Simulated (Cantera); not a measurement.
Input (Python, Cantera) and output of one run.

```python
import numpy as np
import cantera as ct

gas_names = """
    CL CL2 H HCL H2 N NH NH2 NH3 N2 N2H2 N2H4 Na NaCL NaH Na2 Na2CL2
""".split()
cond_names = """
    NH4CL(a) NH4CL(b) Na(cr) Na(L) NaCL(s) NaCL(L)
""".split()


# ... load() reads the species with a 1 bar reference pressure and builds the phases ...
atoms = {
    'NaCl': {'Na': 1, 'CL': 1},
    'H2': {'H': 2},
    'N2': {'N': 2},
}
top_T = {}  # K; cautious upper limits of use, not melting points


# ... equilibrate(T, P, feed) seeds the gas with the atoms and calls Mixture.equilibrate('TP', solver="vcs", rtol=1e-11, max_steps=5000) ...
results = []
T = 1223  # K
P = 133.322  # Pa
for m in [5.6, 7.7, 11, 15, 20, 28, 38, 52, 71, 98, 130, 190]:
    feed = {'NaCl': 1, 'H2': 0.34, 'N2': m}  # mol
    mix = equilibrate(T, P, feed)
    results.append((T, P, feed, dict(zip(mix.species_names, mix.species_moles))))

top = {s: max(r[3][s] / sum(r[3][g] for g in gas_names) for r in results) for s in gas_names}
cols = sorted((s for s in top if top[s] > 0.0001), key=lambda s: -top[s])[:6]
seen = [c for c in cond_names if any(r[3].get(c, 0) > 1e-12 for r in results)]
print("log10 of partial pressures in bar; condensed amounts in mol")
print(f"{'n(N2)':>10s}" + "".join(f"{s[:9]:>10s}" for s in cols + seen))
for T, P, feed, n in results:
    ng = sum(n[g] for g in gas_names)
    print(f"{feed['N2']:10.4g}" + "".join(f"{np.log10(max(n[s] / ng * P / 1e5, 1e-99)):10.3f}" for s in cols)
          + "".join(f"{n.get(c, 0):10.4g}" for c in seen))
```

Output:

```
log10 of partial pressures in bar; condensed amounts in mol
     n(N2)        N2      NaCL        H2    Na2CL2        Na       HCL
       5.6    -2.968    -3.732    -4.188    -5.539    -5.940    -5.940
       7.7    -2.944    -3.844    -4.303    -5.763    -6.025    -6.025
        11    -2.925    -3.977    -4.439    -6.029    -6.125    -6.125
        15    -2.912    -4.097    -4.562    -6.270    -6.216    -6.216
        20    -2.903    -4.212    -4.678    -6.500    -6.302    -6.302
        28    -2.895    -4.350    -4.817    -6.775    -6.406    -6.406
        38    -2.890    -4.476    -4.944    -7.028    -6.501    -6.501
        52    -2.886    -4.608    -5.077    -7.292    -6.600    -6.600
        71    -2.883    -4.741    -5.210    -7.557    -6.700    -6.700
        98    -2.881    -4.878    -5.348    -7.832    -6.803    -6.803
       130    -2.880    -5.000    -5.470    -8.075    -6.894    -6.894
       190    -2.878    -5.163    -5.634    -8.402    -7.017    -7.017
```

Equilibrium computed with Cantera from the NASA thermochemical tables; the gas is ideal and each condensed phase is pure.
